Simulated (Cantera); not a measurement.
Feed: 1 mol SiC, 0.046 mol H2O, 1 mol N2, held at 0.100 bar.

These are equilibrium values from Cantera (NASA tables, ideal gas, pure condensed phases), not measurements of a reactor. Candidate condensed phases: C, C6H6, C7H8, C8H18, H2O, Si, SiC, SiO2, Si2N2O, Si3N4; 151 gas species. The tables' values for SiN are old estimates; treat these amounts as uncertain. Equilibrium is a limit: real reactors are often held back by kinetics, nucleation or transport. All values below are at 1700 °C.

Base state: N2 0.915, H2 0.0415, SiO 0.0211, CO 0.0210, H 0.000870, HCN 0.000241, Si 0.000167, SiN 1.41e-5 (mole fractions); condensed: SiC(s).

What changes in the equilibrium state with this change: H2O from 0.046 to 0.33 mol?


| species | before | after |
|---|---|---|
| N2 | 0.915 | 0.601 |
| H2 | 0.0415 | 0.197 |
| SiO | 0.0211 | 0.0994 |
| CO | 0.0210 | 0.0992 |
| SiH | 7.80e-6 | 1.70e-5 |
| H | 0.000870 | 0.00190 |
| HNC | 1.30e-5 | 2.30e-5 |
| HCN | 0.000241 | 0.000426 |
| SiC(s), mol | 0.977 | 0.834 |

What changes in the equilibrium state with this change: N2 from 1 to 270 mol?


| species | before | after |
|---|---|---|
| N2 | 0.915 | 1.000 |
| H2 | 0.0415 | 0.000132 |
| CO | 0.0210 | 0.000129 |
| SiO | 0.0211 | 4.17e-5 |
| Si | 0.000167 | 9.52e-5 |
| H | 0.000870 | 4.91e-5 |
| HNC | 1.30e-5 | 1.35e-6 |
| HCN | 0.000241 | 2.50e-5 |
| Si2N | 1.01e-5 | 3.40e-6 |
| SiN | 1.41e-5 | 8.37e-6 |
| SiC(s), mol | 0.977 | 0.957 |
